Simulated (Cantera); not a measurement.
Input (Python, Cantera) and output of one run.

```python
import numpy as np
import cantera as ct

gas_names = """
    S2 O2 K
""".split()
cond_names = """
    K2SO4(a) K2SO4(b) K2SO4(L)
""".split()


# ... load() reads the species with a 1 bar reference pressure and builds the phases ...
species = {s.name: s for s in load("nasa_gas.yaml", gas_names) + load("nasa_condensed.yaml", cond_names)}
# Each term lists the table entries of one substance; the one whose range holds T is used.
reactions = {
    'S2(g) + 4 O2(g) + 4 K(g) = 2 K2SO4':
        [(-1, ['S2']), (-4, ['O2']), (-4, ['K']), (2, ['K2SO4(a)', 'K2SO4(b)', 'K2SO4(L)'])],
}


def pick(names, T):
    return next(species[n] for n in names if species[n].thermo.min_temp <= T <= species[n].thermo.max_temp)


results = []
for label, terms in reactions.items():
    print(label)
    print("     T/K   dH/kJ  dS/(J/K)   dG/kJ   log10 K")
    for T in [300, 1523, 1573, 1623, 1673, 1723, 1773, 1823, 1873, 1923, 1973]:
        used = [(nu, pick(names, T)) for nu, names in terms]
        dH = sum(nu * s.thermo.h(T) for nu, s in used) / 1e6
        dS = sum(nu * s.thermo.s(T) for nu, s in used) / 1e3
        dG = dH - T * dS / 1e3
        logK = -dG * 1e6 / (ct.gas_constant * T * np.log(10))
        results.append((label, T, dH, dS, dG, logK, [s.name for _, s in used]))
        print(f"{T:8g} {dH:8.1f} {dS:8.1f} {dG:8.1f} {logK:8.2f}")
```

Result:

```
S2(g) + 4 O2(g) + 4 K(g) = 2 K2SO4
     T/K   dH/kJ  dS/(J/K)   dG/kJ   log10 K
     300  -3359.8  -1339.1  -2958.1   515.04
    1523  -3125.7  -1097.7  -1454.0    49.87
    1573  -3119.0  -1093.4  -1399.2    46.46
    1623  -3112.4  -1089.2  -1344.6    43.27
    1673  -3105.7  -1085.2  -1290.3    40.28
    1723  -3099.1  -1081.3  -1236.1    37.47
    1773  -3092.6  -1077.5  -1182.1    34.83
    1823  -3086.0  -1073.9  -1128.3    32.33
    1873  -3079.5  -1070.4  -1074.7    29.97
    1923  -3073.1  -1067.0  -1021.3    27.74
    1973  -3066.7  -1063.7   -968.0    25.63
```

Standard-state values (1 bar) from the NASA 1993 polynomials, evaluated with Cantera. Condensed species are held in their standard states even where they would react or evaporate.
